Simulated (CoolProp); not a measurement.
Vapour-liquid equilibrium of R143a (1) + R134a (2) at 0.00283 MPa; x and y are mole fractions of (1).

Values from CoolProp's multi-fluid Helmholtz-energy mixture model, Lemmon and Jacobsen 2000 and Tillner-Roth 1994; pair parameters Lemmon 2004.

```
x     bubble temperature (K)  y at the bubble point  dew temperature at overall composition x (K)  liquid density (mol/L)
----  ----------------------  ---------------------  --------------------------------------------  ----------------------
0.05                   188.2                  0.188                                         189.6                   15.12
0.2                    183.7                  0.546                                         188.1                   15.25
0.35                   180.2                  0.737                                         186.4                   15.35
0.5                    177.5                  0.847                                         184.4                   15.42
0.65                   175.2                  0.915                                         182.0                   15.48
0.8                    173.4                  0.960                                         178.8                   15.52
0.95                   171.8                  0.992                                         173.9                   15.54
```

No azeotrope shows between x = 0.05 and 0.95.

The pair parameters rest on a limited set of measurements; away from them the model extrapolates.
